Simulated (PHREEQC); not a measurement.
HCl is added in steps, without added water, to 1 kg of water holding 0.0017 mol Cu(NO3)2, 0.014 mol NaNO3 and 2.2e-05 mol Na2HAsO4, at 25 °C. Oxygen alone is held at its pressure in air (log pO2 = -0.68). CO2 from the air is kept out. Only these solids could form: Cu(OH)2, Atacamite, Cu2(OH)3NO3, Cu3(AsO4)2:6w, Halite.

Base run: PHREEQC, ion-association model, wateq4f.dat. Each further column changes one thing. The table gives pH.

```tsv
HCl added (mol)	base	metal-ligand complexes left out	Debye-Hückel limiting law	all activity coefficients set to 1	Davies equation for every ion
0	5.33	5.33	5.38	5.16	5.34
0.00015	3.94	3.94	3.96	3.89	3.95
0.0003	3.61	3.61	3.63	3.56	3.62
0.00045	3.42	3.42	3.44	3.37	3.43
0.0006	3.29	3.29	3.31	3.24	3.30
0.00075	3.19	3.19	3.21	3.14	3.20
0.0009	3.11	3.11	3.13	3.06	3.12
0.00105	3.04	3.04	3.06	2.99	3.05
0.0012	2.98	2.98	3.00	2.93	2.99
```

The database has no arsenate complexes of Cu.
